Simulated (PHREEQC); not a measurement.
Consider water at 25 °C with 0.19 mol H2SO4 and 0.03 mol MnSO4 per kg of water. Closed to the air; pH follows from the charge balance.

Model: ion-association model, phreeqc.dat, run in PHREEQC.

This is a speciation only: nothing precipitates in the calculation.

Question: Order these S species by the share of S that they hold, largest first: HSO4-, MnSO4, SO4-2.

Answer: HSO4- (81 %), SO4-2 (15 %), MnSO4 (3.9 %)

The pH is 0.80 and the ionic strength 0.300 mol/kgw. Complexes and solids missing from the database can't appear.
